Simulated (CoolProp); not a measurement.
Saturated liquid density (kg/m³) of n-perfluorobutane: the reference equation beside estimates from Tc = 113.2 °C, pc = 2322 kPa, ω = 0.372. Rackett uses Z = 0.29056 − 0.08775 ω.

Computed with CoolProp (reference Helmholtz-energy equation of state, Gao 2022).

```json
[
 {"T (°C)": "-23.85", "reference": "1672", "Rackett": "1828", "van der Waals": "1027", "Soave-Redlich-Kwong": "…"},
 {"T (°C)": "-7.85", "reference": "1617", "Rackett": "…", "van der Waals": "993.5", "Soave-Redlich-Kwong": "1529"},
 {"T (°C)": "8.15", "reference": "1559", "Rackett": "1698", "van der Waals": "957.5", "Soave-Redlich-Kwong": "1469"},
 {"T (°C)": "24.05", "reference": "1499", "Rackett": "1627", "van der Waals": "918.6", "Soave-Redlich-Kwong": "1401"},
 {"T (°C)": "40.05", "reference": "1434", "Rackett": "1549", "van der Waals": "875.3", "Soave-Redlich-Kwong": "1323"},
 {"T (°C)": "56.05", "reference": "1361", "Rackett": "1463", "van der Waals": "826.7", "Soave-Redlich-Kwong": "…"},
 {"T (°C)": "71.95", "reference": "1276", "Rackett": "1364", "van der Waals": "770.7", "Soave-Redlich-Kwong": "1124"},
 {"T (°C)": "87.95", "reference": "1167", "Rackett": "1242", "van der Waals": "…", "Soave-Redlich-Kwong": "987.5"},
 {"T (°C)": "103.95", "reference": "997.6", "Rackett": "1064", "van der Waals": "604.3", "Soave-Redlich-Kwong": "793.9"}
]
```

What belongs in the gaps?


- -23.85, Soave-Redlich-Kwong: 1583
- -7.85, Rackett: 1765
- 56.05, Soave-Redlich-Kwong: 1232
- 87.95, van der Waals: 701.7

Absolute difference from the reference over all 9 rows, mean and median: Rackett 7.9 and 8.0 %, van der Waals 39.1 and 39.0 %, Soave-Redlich-Kwong 9.8 and 7.7 %.
